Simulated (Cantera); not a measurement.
Input (Python, Cantera) and output of one run.

```python
import numpy as np
import cantera as ct

gas_names = """
    C CN CO CO2 C2 CCN CNC C2N2 C2O C3 C3O2 C4 C4N2 C5 N NCO NO NO2 NO3 N2 N2O O O2 O3 Si SiC SiC2 SiN
    SiO SiO2 Si2 Si2C Si2N Si3
""".split()
cond_names = """
    C(gr) Si(cr) Si(L) SiC(b) SiO2(Lqz) SiO2(hqz) SiO2(L) Si2N2O(s) Si3N4(a)
""".split()


# ... load() reads the species with a 1 bar reference pressure and builds the phases ...
atoms = {
    'Si': {'Si': 1},
    'CO2': {'C': 1, 'O': 2},
    'N2': {'N': 2},
}
top_T = {'C(gr)': 4500, 'SiC(b)': 3050, 'Si2N2O(s)': 2100, 'Si3N4(a)': 2400}  # K; cautious upper limits of use, not melting points


# ... equilibrate(T, P, feed) seeds the gas with the atoms and calls Mixture.equilibrate('TP', solver="vcs", rtol=1e-11, max_steps=5000) ...
results = []
feed = {'Si': 1, 'CO2': 1, 'N2': 7}  # mol
P = 470  # Pa
for T in [1373, 1448, 1523, 1598, 1673, 1748, 1823, 1898, 1973, 2048, 2123, 2198, 2273]:
    mix = equilibrate(T, P, feed)
    results.append((T, P, feed, dict(zip(mix.species_names, mix.species_moles))))

top = {s: max(r[3][s] / sum(r[3][g] for g in gas_names) for r in results) for s in gas_names}
cols = sorted((s for s in top if top[s] > 0.001), key=lambda s: -top[s])[:7]
seen = [c for c in cond_names if any(r[3].get(c, 0) > 1e-12 for r in results)]
print("log10 of partial pressures in bar; condensed amounts in mol")
print(f"{'T/K':>10s}" + "".join(f"{s[:9]:>10s}" for s in cols + seen))
for T, P, feed, n in results:
    ng = sum(n[g] for g in gas_names)
    print(f"{T:10.4g}" + "".join(f"{np.log10(max(n[s] / ng * P / 1e5, 1e-99)):10.3f}" for s in cols)
          + "".join(f"{n.get(c, 0):10.4g}" for c in seen))
```

It prints:

```
log10 of partial pressures in bar; condensed amounts in mol
       T/K        N2        CO       SiO SiO2(hqz) Si2N2O(s)
      1373    -2.389    -3.213    -6.475    0.3331    0.3332
      1448    -2.389    -3.213    -5.484    0.3315    0.3316
      1523    -2.391    -3.216    -4.592    0.3193    0.3193
      1598    -2.403    -3.233    -3.783    0.2392    0.2393
      1673    -2.437    -3.282    -3.282         0 2.983e-07
      1748    -2.437    -3.282    -3.282         0         0
      1823    -2.437    -3.282    -3.282         0         0
      1898    -2.437    -3.282    -3.282         0         0
      1973    -2.437    -3.282    -3.282         0         0
      2048    -2.437    -3.282    -3.282         0         0
      2123    -2.437    -3.282    -3.282         0         0
      2198    -2.437    -3.282    -3.282         0         0
      2273    -2.437    -3.282    -3.282         0         0
```

These are equilibrium values from Cantera (NASA tables, ideal gas, pure condensed phases), not measurements of a reactor. N2 is the only nitrogen source here; it is nearly inert below about 1500 K, so the nitride shown seldom forms there in practice. Mutual solubility and eutectic melting of coexisting phases are not modelled. The tables hold silica as quartz up to 1696 K and as liquid above; real silica turns to tridymite and cristobalite and melts near 1996 K.
